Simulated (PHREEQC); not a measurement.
Make-up at 25 °C: 0.25 mol/kgw CdSO4, 0.069 mol/kgw H3BO3 and 0.0009 mol/kgw FeSO4. Closed to the air; pH follows from the charge balance.

Computed with PHREEQC (ion-association model, phreeqc.dat).

Precipitation was switched off in this run.

**Question.** What pH, density, activity of water does the model give?

**Answer.** pH 5.31; density 1.049 g/cm³; activity of water 0.994.

**Question.** In which forms is Fe present?

**Answer.** Fe+2 66 %, FeSO4 34 % of the Fe.
